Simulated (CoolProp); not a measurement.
Vapour-liquid equilibrium of propane (1) + R236EA (2) at 19.85 °C; x and y are mole fractions of (1).

The numbers come from the multi-fluid Helmholtz-energy mixture model, Lemmon 2009 and Rui 2013; pair parameters Bell 2016 in CoolProp.

| x | bubble pressure, mixture model (MPa) | bubble pressure, Raoult's law (MPa) | y, mixture model | y, Raoult's law |
|---|---|---|---|---|
| 0.05 | [?] | 0.2045 | 0.410 | 0.204 |
| 0.2 | 0.5331 | 0.3038 | [?] | 0.548 |
| 0.35 | 0.6585 | 0.4031 | [?] | 0.723 |
| 0.5 | [?] | 0.5023 | 0.806 | 0.829 |
| 0.65 | 0.7633 | 0.6016 | 0.834 | 0.900 |
| 0.8 | 0.8016 | 0.7008 | 0.875 | 0.951 |
| 0.95 | [?] | 0.8001 | 0.956 | 0.989 |

Q: Some entries are withheld; supply them.

A: 
- 0.05, bubble pressure, mixture model (MPa): 0.2877
- 0.2, y, mixture model: 0.700
- 0.35, y, mixture model: 0.773
- 0.5, bubble pressure, mixture model (MPa): 0.7215
- 0.95, bubble pressure, mixture model (MPa): 0.8309

The largest gap from Raoult's law is +75.5 % in bubble pressure, at x = 0.2. No azeotrope shows between x = 0.05 and 0.95.

The pair parameters rest on a limited set of measurements; away from them the model extrapolates. With so large a gap from Raoult's law the liquid may split in two, which this calculation doesn't test in full.
